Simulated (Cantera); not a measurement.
What does this Cantera script print?

```python
import numpy as np
import cantera as ct

gas_names = """
    Mg MgO MgS Mg2 O O2 O3 S SO SO2 SO3 S2 S2O S8
""".split()
cond_names = """
    Mg(cr) Mg(L) MgO(s) MgO(L) MgS(s) MgSO4(s) MgSO4(L) S(cr1) S(cr2) S(L)
""".split()


# ... load() reads the species with a 1 bar reference pressure and builds the phases ...
atoms = {
    'MgSO4': {'Mg': 1, 'S': 1, 'O': 4},
    'O2': {'O': 2},
}
top_T = {'MgS(s)': 2250}  # K; cautious upper limits of use, not melting points


# ... equilibrate(T, P, feed) seeds the gas with the atoms and calls Mixture.equilibrate('TP', solver="vcs", rtol=1e-11, max_steps=5000) ...
results = []
feed = {'MgSO4': 1, 'O2': 1.4}  # mol
P = 150000  # Pa
for T in [548, 748, 948, 1148, 1348, 1548, 1748]:
    mix = equilibrate(T, P, feed)
    results.append((T, P, feed, dict(zip(mix.species_names, mix.species_moles))))

top = {s: max(r[3][s] / sum(r[3][g] for g in gas_names) for r in results) for s in gas_names}
cols = sorted((s for s in top if top[s] > 0.0001), key=lambda s: -top[s])[:7]
seen = [c for c in cond_names if any(r[3].get(c, 0) > 1e-12 for r in results)]
print("log10 of partial pressures in bar; condensed amounts in mol")
print(f"{'T/K':>10s}" + "".join(f"{s[:9]:>10s}" for s in cols + seen))
for T, P, feed, n in results:
    ng = sum(n[g] for g in gas_names)
    print(f"{T:10.4g}" + "".join(f"{np.log10(max(n[s] / ng * P / 1e5, 1e-99)):10.3f}" for s in cols)
          + "".join(f"{n.get(c, 0):10.4g}" for c in seen))
```

Result:

```
log10 of partial pressures in bar; condensed amounts in mol
       T/K        O2       SO2       SO3    MgO(s)  MgSO4(s)
       548     0.176   -22.066   -17.474 4.059e-14         1
       748     0.176   -12.301   -10.229 5.557e-11         1
       948     0.176    -6.715    -6.090 9.394e-07         1
      1148     0.176    -3.125    -3.436  0.001042     0.999
      1348     0.089    -0.603    -1.610    0.3481    0.6519
      1548    -0.009    -0.297    -1.831         1         0
      1748    -0.008    -0.291    -2.192         1         0
```

Method: chemical equilibrium by Gibbs-energy minimisation in Cantera with the NASA 1993 tables (ideal gas, pure condensed phases). Mutual solubility and eutectic melting of coexisting phases are not modelled.
